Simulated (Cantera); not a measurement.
What does this Cantera script print?

```python
import numpy as np
import cantera as ct

gas = ct.Solution("gri30.yaml")


def delay(T, t_max=10):
    gas.TPX = T, 340000, {'CH4': 1, 'O2': 4, 'N2': 23.6}
    reactor = ct.IdealGasConstPressureReactor(gas, clone=False)
    net = ct.ReactorNet([reactor])
    net.rtol, net.atol = 1e-8, 1e-16
    while net.time < t_max:
        t_old, T_old = net.time, reactor.T
        net.step()
        if reactor.T > T + 400:  # ignition: a rise of 400 K
            return t_old + (T + 400 - T_old) / (reactor.T - T_old) * (net.time - t_old)
    return np.nan


taus = []
for T in [1000, 1075, 1150, 1225, 1300, 1375, 1450, 1525, 1600, 1675]:
    taus.append(delay(T))
    print(f"T0 = {T:6g} K   tau = {taus[-1]:.4e} s")
```

Output:

```
T0 =   1000 K   tau = 3.1001e-01 s
T0 =   1075 K   tau = 9.2492e-02 s
T0 =   1150 K   tau = 3.1205e-02 s
T0 =   1225 K   tau = 1.1438e-02 s
T0 =   1300 K   tau = 4.4982e-03 s
T0 =   1375 K   tau = 1.8880e-03 s
T0 =   1450 K   tau = 8.4465e-04 s
T0 =   1525 K   tau = 4.0415e-04 s
T0 =   1600 K   tau = 2.0810e-04 s
T0 =   1675 K   tau = 1.1617e-04 s
```

Computed with Cantera and GRI-Mech 3.0 (53 species, 325 reactions).
